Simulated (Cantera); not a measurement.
Input: 1 mol Si3N4, 0.93 mol N2O, 110 mol N2, at 1.90 Pa.

Method: chemical equilibrium by Gibbs-energy minimisation in Cantera with the NASA 1993 tables (ideal gas, pure condensed phases). Candidate condensed phases: Si, SiO2, Si2N2O, Si3N4; 16 gas species. Mutual solubility and eutectic melting of coexisting phases are not modelled. The tables' values for SiN are old estimates; treat these amounts as uncertain. Kinetics and transport are ignored.

x: gas mole fraction; n: condensed amount in mol.

| T (K) | x N2 | x Si | x SiO | x Si2N | x Si2 | x SiN | x Si3 | n Si2N2O(s) | n Si3N4(s) | n Si(s) |
|---|---|---|---|---|---|---|---|---|---|---|
| 1300 | 1.000 | 2.01e-7 | 4.86e-5 | 3.01e-10 | 4.33e-12 | 3.01e-9 | <1e-12 | 0.925 | 0.382 | 0 |
| 1350 | 1.000 | 2.16e-6 | 0.000356 | 6.20e-9 | 1.72e-10 | 2.46e-8 | 4.53e-12 | 0.890 | 0.393 | 0 |
| 1400 | 0.998 | 1.95e-5 | 0.00225 | 1.03e-7 | 5.23e-9 | 1.72e-7 | 3.42e-10 | 0.679 | 0.463 | 0 |
| 1450 | 0.992 | 0.000152 | 0.00827 | 1.40e-6 | 1.26e-7 | 1.06e-6 | 1.92e-8 | 0 | 0.684 | 0 |
| 1500 | 0.991 | ? | 0.00816 | ? | ? | 3.09e-6 | ? | 0 | 0 | 2.01 |
| 1550 | 0.990 | 0.00175 | 0.00815 | 1.26e-5 | 3.16e-6 | 7.93e-6 | 6.31e-7 | 0 | 0 | 1.87 |
| 1600 | 0.987 | ? | 0.00813 | ? | ? | 1.91e-5 | ? | 0 | 0 | ? |
| 1650 | 0.978 | 0.0141 | 0.00805 | 7.69e-5 | 4.75e-5 | 4.37e-5 | 1.13e-5 | 0 | 0 | 0.404 |
| 1700 | 0.974 | 0.0176 | 0.00802 | 4.10e-5 | 3.82e-5 | 4.60e-5 | 4.75e-6 | 0 | 0 | 0 |
| 1750 | 0.974 | 0.0177 | 0.00802 | 1.50e-5 | 2.06e-5 | 3.94e-5 | 1.13e-6 | 0 | 0 | 0 |
| 1800 | 0.974 | 0.0178 | 0.00802 | 5.80e-6 | 1.14e-5 | 3.39e-5 | 2.90e-7 | 0 | 0 | 0 |

### Question
Fill in the missing entries.

### Answer

- 1500, x Si: 0.000554
- 1500, x Si2N: 4.64e-6
- 1500, x Si2: 7.08e-7
- 1500, x Si3: 1.28e-7
- 1600, x Si: 0.00513
- 1600, x Si2N: 3.21e-5
- 1600, x Si2: 1.28e-5
- 1600, x Si3: 2.80e-6
- 1600, n Si(s): 1.47
